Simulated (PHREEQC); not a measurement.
Model water analysis in mg/L, 25 °C, pH 6.92, pe 1.6: Na 11.7; K 21.8; Ca 87.1; Mg 7.15; Cl 50.1; S(6) as SO4 101; Alkalinity as HCO3 168; Zn 0.208.

Valence states are taken as typed.

Equilibrium calculation in PHREEQC: ion-association model, wateq4f.dat.

This is a speciation only: nothing precipitates in the calculation.

Question: Estimate the ionic strength, charge-balance error.

Answer: ionic strength 0.00881 mol/kgw; charge-balance error -2.3 %.

Question: In which forms is S present?

Answer: SO4-2 82 %, CaSO4 15 %, MgSO4 2.4 % of the S.

The database's zinc carbonate complexes are estimates, stronger than later reviews accept.
